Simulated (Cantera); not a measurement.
Input (Python, Cantera):

```python
import numpy as np
import cantera as ct

gas = ct.Solution("gri30.yaml")
gas.TPX = 2025, 100000, {'NO': 1, 'N2': 0.11}
reactor = ct.IdealGasConstPressureReactor(gas, energy="off", clone=False)
net = ct.ReactorNet([reactor])
net.rtol, net.atol = 1e-08, 1e-18
show = ['NO', 'O2', 'O', 'NO2', 'N2O']
times = np.geomspace(0.0006, 4, 10)

steps = ct.SolutionArray(gas, extra=["t"])
rows = []
print(f"{'t/s':>10s}{'T/K':>9s}{'P/Pa':>11s}" + "".join(f"{s:>11s}" for s in show))
for t in times:
    while net.time < t:
        t_next = net.step()
        steps.append(gas.state, t=t_next)
    rows.append([np.interp(t, steps.t, y) for y in (steps.T, steps.P, *steps(*show).X.T)])
    print(f"{t:10.3e}{rows[-1][0]:9.1f}{rows[-1][1]:11.4g}" + "".join(f"{x:11.3e}" for x in rows[-1][2:]))
rate = np.gradient(steps.T, steps.t)
print("integrator steps:", len(steps.t))
if steps.T.max() > steps.T[0] + 200:
    print(f"time of steepest temperature rise: {steps.t[rate.argmax()]:.4e} s")
gas.TPX = 2025, 100000, {'NO': 1, 'N2': 0.11}
gas.equilibrate("TP")
print(f"equilibrium (TP): T = {gas.T:.1f} K  " + "  ".join(f"{s} {gas[s].X[0]:.3e}" for s in show))
```

It prints:

```
       t/s      T/K       P/Pa         NO         O2          O        NO2        N2O
 6.000e-04   2025.0      1e+05  8.993e-01  3.444e-04  1.040e-04  3.572e-04  3.198e-04
 1.596e-03   2025.0      1e+05  8.968e-01  1.551e-03  1.163e-04  4.038e-04  3.787e-04
 4.245e-03   2025.0      1e+05  8.900e-01  4.892e-03  1.257e-04  4.386e-04  3.750e-04
 1.129e-02   2025.0      1e+05  8.723e-01  1.371e-02  1.470e-04  5.136e-04  3.573e-04
 3.004e-02   2025.0      1e+05  8.266e-01  3.644e-02  1.908e-04  6.506e-04  3.156e-04
 7.990e-02   2025.0      1e+05  7.175e-01  9.082e-02  2.671e-04  8.140e-04  2.313e-04
 2.125e-01   2025.0      1e+05  5.045e-01  1.973e-01  3.728e-04  8.167e-04  1.102e-04
 5.653e-01   2025.0      1e+05  2.323e-01  3.336e-01  4.742e-04  4.847e-04  2.283e-05
 1.504e+00   2025.0      1e+05  6.110e-02  4.194e-01  5.279e-04  1.427e-04  1.925e-06
 4.000e+00   2025.0      1e+05  1.604e-02  4.420e-01  5.410e-04  3.844e-05  5.255e-07
integrator steps: 1094
equilibrium (TP): T = 2025.0 K  NO 9.958e-03  O2 4.451e-01  O 5.427e-04  NO2 2.395e-05  N2O 4.645e-07
```

Computed with Cantera and GRI-Mech 3.0 (53 species, 325 reactions).
